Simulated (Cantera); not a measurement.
NF3 + SO2 (abatement and gas-phase synthesis)

Feed: 1 mol NF3, 0.019 mol SO2, at 0.0133 bar.

Equilibrium computed with Cantera from the NASA thermochemical tables; the gas is ideal and each condensed phase is pure. Candidate condensed phases: S; 63 gas species. Ions and electrons are included (thermal ionisation). Rates play no part.

```tsv
T (°C)	x F	x N2	x N	x O	x S
2227	0.849	0.141	9.51e-7	0.00342	0.00111
2727	0.844	0.140	4.52e-5	0.00963	0.00483
3227	0.843	0.140	0.000718	0.0105	0.00530
3727	0.841	0.137	0.00570	0.0106	0.00532
4227	0.832	0.125	0.0275	0.0105	0.00525
4727	0.807	0.0911	0.0867	0.0102	0.00502
```
x: gas mole fraction; nothing condenses.

From 2227 °C to 4727 °C nothing is condensed.
